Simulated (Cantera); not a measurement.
A Cantera script and what it prints.

```python
import numpy as np
import cantera as ct

gas_names = """
    F F2 N NF NF2 NF3 N2 Si SiF SiF2 SiF3 SiF4 SiN Si2 Si2N Si3
""".split()
cond_names = """
    Si(cr) Si(L) Si3N4(a)
""".split()


# ... load() reads the species with a 1 bar reference pressure and builds the phases ...
atoms = {
    'Si': {'Si': 1},
    'NF3': {'N': 1, 'F': 3},
    'N2': {'N': 2},
}
top_T = {'Si3N4(a)': 2400}  # K; cautious upper limits of use, not melting points


# ... equilibrate(T, P, feed) seeds the gas with the atoms and calls Mixture.equilibrate('TP', solver="vcs", rtol=1e-11, max_steps=5000) ...
results = []
feed = {'Si': 1, 'NF3': 1.1, 'N2': 10}  # mol
T = 873  # K
P = 16000  # Pa
mix = equilibrate(T, P, feed)
results.append((T, P, feed, dict(zip(mix.species_names, mix.species_moles))))
print(gas.report(threshold=0.0001))
for i in range(1, mix.n_phases):
    print(f"{mix.phase(i).name:16s} {mix.phase_moles(i):12.5e} mol")
```

Output:

```
       temperature   873 K
          pressure   16000 Pa
           density   0.074038 kg/m^3
  mean mol. weight   33.588 kg/kmol
   phase of matter   gas

                          1 kg             1 kmol
                     ---------------   ---------------
          enthalpy       -2.9297e+06       -9.8404e+07  J
   internal energy       -3.1459e+06       -1.0566e+08  J
           entropy            7518.7        2.5254e+05  J/K
    Gibbs function       -9.4935e+06       -3.1887e+08  J
 heat capacity c_p            1100.9             36978  J/K
 heat capacity c_v            853.39             28664  J/K

                      mass frac. Y      mole frac. X     chem. pot. / RT
                     ---------------   ---------------   ---------------
                N2           0.77293           0.92672           -26.432
              SiF4           0.22707          0.073279           -265.22
     [  +14 minor]        2.9807e-07        1.1767e-07

Si(cr)            0.00000e+00 mol
Si3N4(a)          5.83332e-02 mol
```

These are equilibrium values from Cantera (NASA tables, ideal gas, pure condensed phases), not measurements of a reactor.
